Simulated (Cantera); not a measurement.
An isothermal, constant-pressure homogeneous reactor starts with C₂H₆ : N₂ = 1 : 67 (molar parts), at 1850 K and 1.43 Torr.

Detailed kinetics in Cantera: GRI-Mech 3.0 (53 species, 325 reactions). GRI-Mech 3.0 stops at C3 and has no aromatics, soot or wall deposition, so with more carbon than oxygen in the feed, carbon stays in small species such as C2H2 where larger ones or solid carbon would form. Radical loss at walls, strong at low pressure, is not modelled.

x: mole fraction; the columns are a selection and need not sum to one.

```json
[
 {"t (s)": "0.000400", "x C₂H₆": "0.0113", "x C₂H": "1.15e-12", "x C₂H₄": "5.00e-5", "x CH₄": "4.36e-5", "x H₂": "3.41e-5", "x CH₂": "6.52e-6", "x H": "8.06e-5"},
 {"t (s)": "0.000825", "x C₂H₆": "?", "x C₂H": "9.52e-10", "x C₂H₄": "?", "x CH₄": "?", "x H₂": "?", "x CH₂": "?", "x H": "?"},
 {"t (s)": "0.00170", "x C₂H₆": "0.00354", "x C₂H": "3.71e-7", "x C₂H₄": "0.00262", "x CH₄": "0.000531", "x H₂": "0.00253", "x CH₂": "0.000104", "x H": "0.00143"},
 {"t (s)": "0.00350", "x C₂H₆": "0.000372", "x C₂H": "6.87e-6", "x C₂H₄": "0.00490", "x CH₄": "0.00126", "x H₂": "0.00873", "x CH₂": "0.000130", "x H": "0.00236"},
 {"t (s)": "0.00722", "x C₂H₆": "5.53e-6", "x C₂H": "1.02e-5", "x C₂H₄": "0.00340", "x CH₄": "0.00172", "x H₂": "0.0172", "x CH₂": "8.30e-5", "x H": "0.00207"},
 {"t (s)": "0.0149", "x C₂H₆": "4.95e-7", "x C₂H": "7.49e-6", "x C₂H₄": "0.00130", "x CH₄": "0.00157", "x H₂": "0.0226", "x CH₂": "4.02e-5", "x H": "0.00138"},
 {"t (s)": "0.0307", "x C₂H₆": "1.32e-7", "x C₂H": "5.23e-6", "x C₂H₄": "0.000344", "x CH₄": "0.00124", "x H₂": "0.0251", "x CH₂": "1.96e-5", "x H": "0.000947"},
 {"t (s)": "0.0632", "x C₂H₆": "4.73e-8", "x C₂H": "3.88e-6", "x C₂H₄": "8.32e-5", "x CH₄": "0.000946", "x H₂": "0.0263", "x CH₂": "1.01e-5", "x H": "0.000705"},
 {"t (s)": "0.130", "x C₂H₆": "1.85e-8", "x C₂H": "3.06e-6", "x C₂H₄": "2.73e-5", "x CH₄": "0.000713", "x H₂": "0.0269", "x CH₂": "5.43e-6", "x H": "0.000559"},
 {"t (s)": "0.269", "x C₂H₆": "7.45e-9", "x C₂H": "2.55e-6", "x C₂H₄": "1.06e-5", "x CH₄": "0.000523", "x H₂": "0.0274", "x CH₂": "3.01e-6", "x H": "0.000468"},
 {"t (s)": "0.554", "x C₂H₆": "2.98e-9", "x C₂H": "2.26e-6", "x C₂H₄": "4.18e-6", "x CH₄": "0.000365", "x H₂": "0.0277", "x CH₂": "1.73e-6", "x H": "0.000417"},
 {"t (s)": "1.14", "x C₂H₆": "1.13e-9", "x C₂H": "2.16e-6", "x C₂H₄": "1.58e-6", "x CH₄": "0.000232", "x H₂": "0.0280", "x CH₂": "1.04e-6", "x H": "0.000400"},
 {"t (s)": "2.35", "x C₂H₆": "3.62e-10", "x C₂H": "2.23e-6", "x C₂H₄": "5.19e-7", "x CH₄": "0.000128", "x H₂": "0.0281", "x CH₂": "6.20e-7", "x H": "0.000414"},
 {"t (s)": "4.85", "x C₂H₆": "8.33e-11", "x C₂H": "?", "x C₂H₄": "?", "x CH₄": "?", "x H₂": "0.0282", "x CH₂": "?", "x H": "?"},
 {"t (s)": "10.0", "x C₂H₆": "1.02e-11", "x C₂H": "2.89e-6", "x C₂H₄": "3.19e-8", "x CH₄": "1.71e-5", "x H₂": "0.0283", "x CH₂": "1.42e-7", "x H": "0.000536"}
]
```

Fill in the missing entries.


- 0.000825, x C₂H₆: 0.00821
- 0.000825, x C₂H₄: 0.000483
- 0.000825, x CH₄: 0.000164
- 0.000825, x H₂: 0.000377
- 0.000825, x CH₂: 3.78e-5
- 0.000825, x H: 0.000465
- 4.85, x C₂H: 2.47e-6
- 4.85, x C₂H₄: 1.33e-7
- 4.85, x CH₄: 5.60e-5
- 4.85, x CH₂: 3.37e-7
- 4.85, x H: 0.000458
